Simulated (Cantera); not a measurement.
What does this Cantera script print?

```python
import numpy as np
import cantera as ct

gas = ct.Solution("SiF4_NH3_mec.yaml", "gas")
gas.TPX = 1898, 101325, {'NH3': 1, 'H2': 5.9}
reactor = ct.IdealGasConstPressureReactor(gas, energy="off", clone=False)
net = ct.ReactorNet([reactor])
net.rtol, net.atol = 1e-08, 1e-18
show = ['NH3', 'H2', 'NH2', 'NH', 'N2H2']
times = np.geomspace(3e-05, 4, 11)

steps = ct.SolutionArray(gas, extra=["t"])
rows = []
print(f"{'t/s':>10s}{'T/K':>9s}{'P/Pa':>11s}" + "".join(f"{s:>11s}" for s in show))
for t in times:
    while net.time < t:
        t_next = net.step()
        steps.append(gas.state, t=t_next)
    rows.append([np.interp(t, steps.t, y) for y in (steps.T, steps.P, *steps(*show).X.T)])
    print(f"{t:10.3e}{rows[-1][0]:9.1f}{rows[-1][1]:11.4g}" + "".join(f"{x:11.3e}" for x in rows[-1][2:]))
rate = np.gradient(steps.T, steps.t)
print("integrator steps:", len(steps.t))
if steps.T.max() > steps.T[0] + 200:
    print(f"time of steepest temperature rise: {steps.t[rate.argmax()]:.4e} s")
gas.TPX = 1898, 101325, {'NH3': 1, 'H2': 5.9}
gas.equilibrate("TP")
print(f"equilibrium (TP): T = {gas.T:.1f} K  " + "  ".join(f"{s} {gas[s].X[0]:.3e}" for s in show))
```

Output:

```
       t/s      T/K       P/Pa        NH3         H2        NH2         NH       N2H2
 3.000e-05   1898.0  1.013e+05  1.449e-01  8.551e-01  9.687e-06  9.032e-09  3.093e-10
 9.764e-05   1898.0  1.013e+05  1.449e-01  8.550e-01  3.130e-05  9.551e-08  3.960e-09
 3.178e-04   1898.0  1.013e+05  1.448e-01  8.549e-01  9.557e-05  8.899e-07  5.274e-08
 1.034e-03   1898.0  1.013e+05  1.443e-01  8.549e-01  1.800e-04  3.144e-06  2.530e-07
 3.366e-03   1898.0  1.013e+05  1.426e-01  8.559e-01  1.846e-04  3.349e-06  2.715e-07
 1.095e-02   1898.0  1.013e+05  1.370e-01  8.591e-01  1.793e-04  3.290e-06  2.570e-07
 3.565e-02   1898.0  1.013e+05  1.207e-01  8.682e-01  1.634e-04  3.107e-06  2.159e-07
 1.160e-01   1898.0  1.013e+05  8.306e-02  8.894e-01  1.236e-04  2.594e-06  1.281e-07
 3.776e-01   1898.0  1.013e+05  3.310e-02  9.175e-01  5.991e-05  1.537e-06  3.297e-08
 1.229e+00   1898.0  1.013e+05  7.591e-03  9.317e-01  1.639e-05  5.035e-07  2.715e-09
 4.000e+00   1898.0  1.013e+05  1.810e-03  9.350e-01  4.072e-06  1.305e-07  1.716e-10
integrator steps: 980
equilibrium (TP): T = 1898.0 K  NH3 5.520e-06  H2 9.360e-01  NH2 1.248e-08  NH 4.018e-10  N2H2 9.098e-14
```

Computed with Cantera and the gas-phase N/H chemistry of the illustrative SiF4/NH3 mechanism in the Surface Chemkin manual (1991). Walls and surfaces, which speed up NH3 decomposition in real reactors, are not modelled.
